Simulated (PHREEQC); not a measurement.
# Acid mine or pickling water: speciation

Synthetic water in mg/L, 50 °C, pH 3.74, pe 10.6: Na 248; K 65.5; Ca 233; Mg 30.3; Cl 301; S(6) as SO4 900; Cd 9.2.

Cl is adjusted to close the charge balance.
Valence states are taken as typed.

All values are PHREEQC results (ion-association model, wateq4f.dat), not measurements.

Each row changes one thing in this solution. This is a speciation only: nothing precipitates in the calculation.

```
case                                               ionic strength (mol/kgw)  SO4-2 (mol/kgw)  Ca+2 (mol/kgw)  CaSO4 (mol/kgw)  K+ (mol/kgw)  Mg+2 (mol/kgw)  SI of Gypsum (CaSO4:2H2O)  SI of Epsomite (MgSO4:7H2O)
-------------------------------------------------  ------------------------  ---------------  --------------  ---------------  ------------  --------------  -------------------------  ---------------------------
as made                                                              0.0338          0.00673         0.00411          0.00171       0.00162        0.000722                      -0.54                        -3.93
Ca from 233 to 116 mg/L                                              0.0277          0.00735         0.00193                ?             ?        0.000664                      -0.78                        -3.88
temperature from 50 to 30 °C at the same typed pH                    0.0348                ?         0.00422          0.00160       0.00163        0.000836                      -0.53                            ?
all concentrations times 4 at the same typed pH                       0.121           0.0230          0.0141                ?       0.00626         0.00230                      +0.20                        -3.21
```

Task: Some entries are withheld; supply them.

Result: 
- Ca from 233 to 116 mg/L, CaSO4 (mol/kgw): 0.000972
- Ca from 233 to 116 mg/L, K+ (mol/kgw): 0.00161
- temperature from 50 to 30 °C at the same typed pH, SO4-2 (mol/kgw): 0.00702
- temperature from 50 to 30 °C at the same typed pH, SI of Epsomite (MgSO4:7H2O): -3.70
- all concentrations times 4 at the same typed pH, CaSO4 (mol/kgw): 0.00926

Some of these states are supersaturated (in Gypsum, for instance). Away from 25 °C the constants follow the database's enthalpies or fits; those with neither stay at their 25 °C values.
